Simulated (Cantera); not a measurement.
# Equilibrium for silicon oxide and oxynitride deposition: SiCl4 + N2O + N2

Feed: 1 mol SiCl4, 0.25 mol N2O, 180 mol N2, at 1.33 mbar.

These are equilibrium values from Cantera (NASA tables, ideal gas, pure condensed phases), not measurements of a reactor. Candidate condensed phases: Si, SiO2, Si2N2O, Si3N4; 23 gas species. The tables' values for SiCl3, SiCl, SiN are old estimates; treat these amounts as uncertain. The tables hold silica as quartz up to 1696 K and as liquid above; real silica turns to tridymite and cristobalite and melts near 1996 K. The numbers say what is thermodynamically allowed, not how fast it happens.

From 350 °C to 500 °C the condensed part is SiO2(α-quartz). From 650 °C to 1250 °C the condensed part is SiO2(β-quartz). From 1400 °C to 1850 °C nothing is condensed. The main Si-bearing gas is SiCl4 at 350 °C and Si at 1850 °C.

```
T (°C)  log p N2  log p Cl  log p SiCl4  log p SiCl2  log p Si  log p Cl2  log p SiO  log p SiCl3  n SiO2(α-quartz)  n SiO2(β-quartz)
------  --------  --------  -----------  -----------  --------  ---------  ---------  -----------  ----------------  ----------------
350        -2.88    -10.18        -5.19         <-14      <-14      -5.74       <-14         <-14             0.125                 0
500        -2.88     -8.18        -5.19         <-14      <-14      -5.74       <-14         <-14             0.125                 0
650        -2.88     -6.83        -5.19         <-14      <-14      -5.75       <-14       -12.66                 0             0.125
800        -2.88     -5.92        -5.19       -14.52      <-14      -5.91       <-14       -10.46                 0             0.125
950        -2.88     -5.50        -5.19       -10.97      <-14      -6.56     -12.75        -8.53                 0             0.125
1100       -2.88     -5.42        -5.20        -7.72      <-14      -7.56      -8.62        -6.80                 0             0.125
1250       -2.88     -5.05        -5.44        -5.95    -13.57      -7.76      -6.02        -5.93                 0            0.0599
1400       -2.88     -4.77        -6.55        -5.36    -10.85      -7.99      -5.74        -6.12                 0                 0
1550       -2.88     -4.74        -8.30        -5.28     -8.58      -8.58      -5.74        -6.88                 0                 0
1700       -2.88     -4.73        -9.87        -5.29     -6.72      -9.11      -5.74        -7.62                 0                 0
1850       -2.89     -4.63       -11.35        -5.60     -5.60      -9.38      -5.74        -8.47                 0                 0
```
log p: log10 of the partial pressure in bar; n: condensed amount in mol.
